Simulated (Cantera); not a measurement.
What does this Cantera script print?

```python
import numpy as np
import cantera as ct

gas = ct.Solution("gri30.yaml")
gas.TPX = 498, 101325, {'CH4': 1, 'C2H6': 0.051, 'O2': 1.82, 'N2': 7.81}
flame = ct.FreeFlame(gas, width=0.04)
flame.set_refine_criteria(ratio=3, slope=0.08, curve=0.16)
flame.transport_model = "mixture-averaged"
flame.solve(loglevel=0, auto=True)
z, T = flame.grid, flame.T
thick = (T[-1] - T[0]) / np.gradient(T, z).max()
show = ['CH4', 'C2H6', 'O2', 'NO2', 'C2H', 'C2H2']
print(f"laminar burning velocity  {flame.velocity[0] * 100:.3f} cm/s")
print(f"burnt temperature         {T[-1]:.1f} K")
print(f"thermal thickness         {thick * 1e3:.4f} mm")
print(f"grid points               {len(z)}")
z0 = z[flame.heat_release_rate.argmax()]
print(f"{'z/mm':>9s}{'T/K':>9s}{'u/(m/s)':>9s}" + "".join(f"{s:>11s}" for s in show))
rows = []
for k in (-3, -2, -1.5, -1, -0.5, -0.25, 0, 0.25, 0.5, 1, 2, 4, 8):
    zz = z0 + k * thick
    rows.append([k * thick, np.interp(zz, z, T), np.interp(zz, z, flame.velocity),
                 *(np.interp(zz, z, flame.X[gas.species_index(s)]) for s in show)])
    print(f"{rows[-1][0] * 1e3:9.3f}{rows[-1][1]:9.1f}{rows[-1][2]:9.3f}" + "".join(f"{x:11.3e}" for x in rows[-1][3:]))
```

Result:

```
laminar burning velocity  65.914 cm/s
burnt temperature         2151.9 K
thermal thickness         0.4257 mm
grid points               152
     z/mm      T/K  u/(m/s)        CH4       C2H6         O2        NO2        C2H       C2H2
   -1.277    498.3    0.661  9.344e-02  4.768e-03  1.701e-01  4.072e-10  2.703e-26  9.419e-09
   -0.851    501.6    0.667  9.291e-02  4.753e-03  1.694e-01  7.098e-09  1.705e-22  1.804e-07
   -0.639    514.3    0.686  9.175e-02  4.729e-03  1.681e-01  3.970e-08  2.158e-20  1.131e-06
   -0.426    602.5    0.811  8.590e-02  4.614e-03  1.612e-01  2.747e-07  1.713e-16  1.265e-05
   -0.213   1038.0    1.423  5.889e-02  3.741e-03  1.242e-01  2.448e-07  4.995e-11  1.268e-04
   -0.106   1432.3    1.986  3.232e-02  1.974e-03  8.386e-02  6.155e-08  1.475e-08  3.184e-04
    0.000   1783.7    2.493  8.222e-03  1.668e-04  4.012e-02  9.876e-09  5.133e-07  5.226e-04
    0.106   1935.6    2.706  7.422e-04  1.196e-06  1.537e-02  2.513e-09  5.807e-07  1.605e-04
    0.213   1974.6    2.752  3.651e-05  2.841e-09  7.009e-03  2.261e-09  6.987e-08  1.325e-05
    0.426   2005.1    2.782  9.330e-08  3.275e-14  3.569e-03  2.290e-09  3.698e-10  6.354e-08
    0.851   2039.4    2.822  1.878e-11  5.533e-20  2.435e-03  2.230e-09  1.804e-13  3.256e-11
    1.703   2078.0    2.869  1.225e-14  3.653e-25  1.518e-03  2.131e-09  2.733e-18  5.698e-16
    3.405   2112.3    2.911  1.264e-14 -3.086e-27  7.594e-04  1.967e-09  4.995e-21  1.412e-18
```

Model: GRI-Mech 3.0 (53 species, 325 reactions), integrated in Cantera. Burning velocities carry a grid error of a few per cent, more on coarse grids.
